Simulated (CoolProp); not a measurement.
Values from CoolProp's reference Helmholtz-energy equation of state, Gao 2020.

Problem. Give the vapour pressure (kPa), vapour density (kg/m³), surface tension (mN/m), liquid conductivity (mW/(m K)) of saturated ammonia at 290.1, 309 K.

Solution. 
```json
[
 {"T (K)": "290.1", "p (kPa)": "777", "vapour density (kg/m³)": "6.09", "surface tension (mN/m)": "22.3", "liquid conductivity (mW/(m K))": "509"},
 {"T (K)": "309", "p (kPa)": "1380", "vapour density (kg/m³)": "10.7", "surface tension (mN/m)": "18.0", "liquid conductivity (mW/(m K))": "455"}
]
```

Thermal conductivity comes from a separate model (Tufeu 1984). Surface tension comes from a separate correlation (Mulero 2012).
